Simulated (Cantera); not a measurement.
# Equilibrium for aluminium and copper etching: Cu + F₂ + H₂

Feed: 1 mol Cu, 1.2 mol F₂, a varied amount of H₂, equilibrated at 325 °C and 1.00 bar.

Equilibrium computed with Cantera from the NASA thermochemical tables; the gas is ideal and each condensed phase is pure. Candidate condensed phases: Cu, CuF₂; 15 gas species. Equilibrium is a limit: real reactors are often held back by kinetics, nucleation or transport.

```tsv
n(H₂) (mol)	x HF	x H₂	x H₂F₂	x H₃F₃	n Cu(s)	n CuF₂(s)
0.31	1.000	4.13e-10	0.000431	1.46e-7	0.110	0.890
0.43	1.000	4.13e-10	0.000431	1.46e-7	0.230	0.770
0.58	1.000	4.13e-10	0.000431	1.46e-7	0.380	0.620
0.79	1.000	4.13e-10	0.000431	1.46e-7	0.590	0.410
1.1	1.000	4.13e-10	0.000431	1.46e-7	0.900	0.100
1.5	0.889	0.111	0.000340	1.03e-7	1.00	0
2	0.750	0.250	0.000242	6.17e-8	1.00	0
2.8	0.600	0.400	0.000155	3.16e-8	1.00	0
3.8	0.480	0.520	9.93e-5	1.62e-8	1.00	0
5.1	0.381	0.619	6.25e-5	8.09e-9	1.00	0
7	0.293	0.707	3.69e-5	3.67e-9	1.00	0
```
x: gas mole fraction; n: condensed amount in mol.

From 0.31 mol H₂ to 1.1 mol H₂ the condensed part is Cu(s) + CuF₂(s). From 1.5 mol H₂ to 7 mol H₂ the condensed part is Cu(s).
